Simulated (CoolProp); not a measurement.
Vapour-liquid equilibrium of carbon dioxide (1) + propane (2) at 235.4 K; x and y are mole fractions of (1).

Model: multi-fluid Helmholtz-energy mixture model, Span 1996 and Lemmon 2009; pair parameters Kunz 2012, in CoolProp.

| x | bubble pressure (MPa) | y at the bubble point | dew pressure at overall composition x (MPa) | liquid density (mol/L) |
|---|---|---|---|---|
| 0.05 | 0.2233 | 0.463 | 0.1287 | 13.34 |
| 0.15 | 0.4239 | 0.732 | 0.1435 | 13.93 |
| 0.25 | 0.5980 | 0.821 | 0.1621 | 14.58 |
| 0.35 | 0.7308 | 0.862 | 0.1861 | 15.30 |
| 0.45 | 0.8227 | 0.885 | 0.2183 | 16.13 |
| 0.55 | 0.8845 | 0.900 | 0.2638 | 17.08 |
| 0.65 | 0.9298 | 0.911 | 0.3330 | 18.23 |
| 0.75 | 0.9703 | 0.924 | 0.4504 | 19.64 |
| 0.85 | 1.014 | 0.942 | 0.6861 | 21.43 |
| 0.95 | 1.065 | 0.974 | 1.030 | 23.74 |

No azeotrope shows between x = 0.05 and 0.95.

The pair parameters rest on a limited set of measurements; away from them the model extrapolates. With so large a gap from Raoult's law the liquid may split in two, which this calculation doesn't test in full.
